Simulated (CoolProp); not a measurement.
Fluoroethane (R161) along the isotherm 154.55 °C: Z from the reference equation and from simpler models built on Tc = 102.1 °C, pc = 5010 kPa, ω = 0.216; each cubic takes its own stable root.

Values from CoolProp's reference Helmholtz-energy equation of state, Wu 2012.

```
p (kPa)  phase  reference  Pitzer virial  van der Waals  Redlich-Kwong  Soave-Redlich-Kwong  Peng-Robinson
-------  -----  ---------  -------------  -------------  -------------  -------------------  -------------
15.8       gas     0.9993         0.9993         0.9993         0.9993               0.9993         0.9992
23.9       gas     0.9989         0.9990         0.9990         0.9989               0.9990         0.9988
36         gas     0.9983         0.9984         0.9985         0.9983               0.9984         0.9982
54.3       gas     0.9975         0.9976         0.9977         0.9975               0.9976         0.9973
81.9       gas     0.9962         0.9964         0.9965         0.9962               0.9964         0.9959
124        gas     0.9943         0.9946         0.9947         0.9942               0.9946         0.9938
186        gas     0.9914         0.9918         0.9920         0.9913               0.9919         0.9906
281        gas     0.9870         0.9877         0.9878         0.9869               0.9877         0.9859
424        gas     0.9804         0.9814         0.9815         0.9802               0.9814         0.9786
640        gas     0.9702         0.9719         0.9719         0.9699               0.9718         0.9676
965        gas     0.9549         0.9576         0.9572         0.9543               0.9573         0.9510
1460       gas     0.9311         0.9359         0.9341         0.9301               0.9348         0.9254
2200       gas     0.8947         0.9034         0.8978         0.8927               0.9003         0.8865
3310       gas     0.8377         0.8547         0.8388         0.8337               0.8465         0.8268
5000       gas     0.7449         0.7805         0.7336         0.7360               0.7599         0.7327
```
